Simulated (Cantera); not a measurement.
**Thermodynamics of tantalum, niobium, vanadium and zirconium in process gases, feed V + NH₃**

Charge: 1 mol V, 4.6 mol NH₃, at 0.00133 bar.

These are equilibrium values from Cantera (NASA tables, ideal gas, pure condensed phases), not measurements of a reactor. Candidate condensed phases: V, VN; 11 gas species. VN: taken at fixed stoichiometry. Condensed phases not in the tables: V₂N, N, O or C dissolved in the metal. Kinetics and transport are ignored.

```
T (°C)   x H₂   x N₂       x H       x V    x NH₃      x VN  n VN(s)  n V(s)
------  -----  -----  --------  --------  -------  --------  -------  ------
600     0.793  0.207   1.14e-9    <1e-12  6.50e-7    <1e-12     1.00       0
700     0.793  0.207   2.64e-8    <1e-12  3.00e-7    <1e-12     1.00       0
800     0.793  0.207   3.42e-7    <1e-12  1.59e-7    <1e-12     1.00       0
900     0.793  0.207   2.88e-6    <1e-12  9.31e-8    <1e-12     1.00       0
1000    0.793  0.207   1.74e-5    <1e-12  5.93e-8    <1e-12     1.00       0
1100    0.793  0.207   8.12e-5  1.30e-11  4.03e-8    <1e-12     1.00       0
1200    0.793  0.207  0.000309  9.45e-10  2.88e-8    <1e-12     1.00       0
1300    0.792  0.207  0.000991   3.96e-8  2.15e-8  1.02e-12     1.00       0
1400    0.791  0.207   0.00277   1.05e-6  1.65e-8  2.72e-11    1.000       0
1500    0.787  0.206   0.00691   1.92e-5  1.31e-8  4.99e-10    1.000       0
1600    0.737  0.248    0.0152  0.000221  1.06e-8   6.35e-9        0   0.998
1700    0.722  0.246    0.0314   0.00114  8.52e-9   3.27e-8        0   0.989
1800    0.694  0.241    0.0600   0.00501  6.76e-9   1.43e-7        0   0.952
```
x: gas mole fraction; n: condensed amount in mol.

From 600 °C to 1500 °C the condensed part is VN(s). From 1600 °C to 1800 °C the condensed part is V(s).
